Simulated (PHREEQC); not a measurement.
Dissolve 63 mmol/kgw (NH4)2SO4 at 20 °C. Closed to the air; pH follows from the charge balance.

Computed with PHREEQC (ion-association model, phreeqc.dat).

Question: The ionic strength comes out as 0.152 mol/kgw. What activity coefficients do H+, HSO4-, SO4-2, NH4+, NH4SO4- get?

Answer: H+ 0.81, HSO4- 0.76, SO4-2 0.33, NH4+ 0.71, NH4SO4- 0.76.

No solid was allowed to form. Complexes and solids missing from the database can't appear.
